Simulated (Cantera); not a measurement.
What does this Cantera script print?

```python
import numpy as np
import cantera as ct

gas = ct.Solution("gri30.yaml")
gas.TPX = 1275, 2000000, {'CO': 1, 'H2': 1.1, 'O2': 3.09, 'N2': 11.6}
reactor = ct.IdealGasConstPressureReactor(gas, energy="on", clone=False)
net = ct.ReactorNet([reactor])
net.rtol, net.atol = 1e-08, 1e-16
show = ['CO', 'H2', 'O2', 'H2O', 'HO2', 'NO']
times = np.geomspace(3e-06, 1, 14)

steps = ct.SolutionArray(gas, extra=["t"])
rows = []
print(f"{'t/s':>10s}{'T/K':>9s}{'P/Pa':>11s}" + "".join(f"{s:>11s}" for s in show))
for t in times:
    while net.time < t:
        t_next = net.step()
        steps.append(gas.state, t=t_next)
    rows.append([np.interp(t, steps.t, y) for y in (steps.T, steps.P, *steps(*show).X.T)])
    print(f"{t:10.3e}{rows[-1][0]:9.1f}{rows[-1][1]:11.4g}" + "".join(f"{x:11.3e}" for x in rows[-1][2:]))
rate = np.gradient(steps.T, steps.t)
print("integrator steps:", len(steps.t))
if steps.T.max() > steps.T[0] + 200:
    print(f"time of steepest temperature rise: {steps.t[rate.argmax()]:.4e} s")
gas.TPX = 1275, 2000000, {'CO': 1, 'H2': 1.1, 'O2': 3.09, 'N2': 11.6}
gas.equilibrate("HP")
print(f"equilibrium (HP): T = {gas.T:.1f} K  " + "  ".join(f"{s} {gas[s].X[0]:.3e}" for s in show))
```

Output:

```
       t/s      T/K       P/Pa         CO         H2         O2        H2O        HO2         NO
 3.000e-06   1275.0      2e+06  5.956e-02  6.551e-02  1.840e-01  1.755e-06  1.947e-06  1.142e-15
 7.979e-06   1275.2      2e+06  5.955e-02  6.548e-02  1.840e-01  2.356e-05  1.878e-05  6.995e-14
 2.122e-05   1313.6      2e+06  5.889e-02  6.082e-02  1.812e-01  4.279e-03  4.951e-04  7.236e-10
 5.645e-05   2187.3      2e+06  6.815e-04  6.094e-05  1.293e-01  6.883e-02  7.546e-06  1.573e-05
 1.501e-04   2191.6      2e+06  2.251e-04  4.674e-05  1.291e-01  6.895e-02  7.000e-06  2.862e-05
 3.993e-04   2191.5      2e+06  2.250e-04  4.672e-05  1.291e-01  6.895e-02  6.997e-06  6.178e-05
 1.062e-03   2191.3      2e+06  2.247e-04  4.667e-05  1.291e-01  6.895e-02  6.991e-06  1.496e-04
 2.825e-03   2190.8      2e+06  2.240e-04  4.654e-05  1.289e-01  6.895e-02  6.974e-06  3.804e-04
 7.513e-03   2189.5      2e+06  2.222e-04  4.621e-05  1.286e-01  6.895e-02  6.932e-06  9.741e-04
 1.998e-02   2186.3      2e+06  2.180e-04  4.543e-05  1.279e-01  6.897e-02  6.830e-06  2.403e-03
 5.315e-02   2180.2      2e+06  2.100e-04  4.395e-05  1.265e-01  6.899e-02  6.636e-06  5.175e-03
 1.414e-01   2173.7      2e+06  2.019e-04  4.244e-05  1.251e-01  6.902e-02  6.437e-06  8.071e-03
 3.760e-01   2172.1      2e+06  1.998e-04  4.205e-05  1.247e-01  6.903e-02  6.387e-06  8.817e-03
 1.000e+00   2172.0      2e+06  1.998e-04  4.205e-05  1.247e-01  6.903e-02  6.386e-06  8.828e-03
integrator steps: 1335
time of steepest temperature rise: 2.5391e-05 s
equilibrium (HP): T = 2172.0 K  CO 1.998e-04  H2 4.205e-05  O2 1.247e-01  H2O 6.903e-02  HO2 6.386e-06  NO 8.828e-03
```

Model: GRI-Mech 3.0 (53 species, 325 reactions), integrated in Cantera. The hydrogen kinetics of GRI-Mech 3.0 are dated; newer H2 mechanisms differ, most at raised pressure. The pressure lies above the range GRI-Mech 3.0 was tuned for (to about 10 atm).
